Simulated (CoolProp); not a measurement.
Properties of octamethylcyclotetrasiloxane (D4) along the isotherm 620 K.

Computed with CoolProp (reference Helmholtz-energy equation of state, Thol 2015).

| p (bar) | phase | density (kg/m³) | cp (kJ/(kg K)) | cv (kJ/(kg K)) | Joule-Thomson coefficient (K/MPa) | isothermal compressibility (1/MPa) | fugacity coefficient |
|---|---|---|---|---|---|---|---|
| 0.748 | gas | 4.374 | 2.043 | (withheld) | 7.187 | 13.59 | 0.9843 |
| 1.5 | gas | 8.918 | 2.048 | 2.014 | 7.376 | 6.893 | 0.9686 |
| 2.25 | gas | 13.61 | 2.053 | 2.016 | 7.576 | 4.680 | 0.9530 |
| 2.99 | gas | 18.41 | 2.058 | 2.017 | 7.787 | 3.589 | 0.9378 |
| 3.74 | gas | 23.46 | 2.065 | 2.019 | 8.016 | 2.928 | 0.9224 |
| 4.49 | gas | 28.72 | 2.071 | 2.021 | 8.260 | 2.492 | (withheld) |
| 5.24 | gas | 34.21 | (withheld) | 2.023 | (withheld) | 2.185 | 0.8919 |
| 5.99 | gas | (withheld) | (withheld) | 2.026 | 8.807 | 1.959 | 0.8768 |
| 6.74 | gas | 45.96 | (withheld) | (withheld) | 9.112 | 1.787 | 0.8618 |

### Question
Complete the blanks.

### Answer

- 0.748, cv (kJ/(kg K)): 2.012
- 4.49, fugacity coefficient: 0.9071
- 5.24, cp (kJ/(kg K)): 2.079
- 5.24, Joule-Thomson coefficient (K/MPa): 8.523
- 5.99, density (kg/m³): 39.95
- 5.99, cp (kJ/(kg K)): 2.088
- 6.74, cp (kJ/(kg K)): 2.097
- 6.74, cv (kJ/(kg K)): 2.028
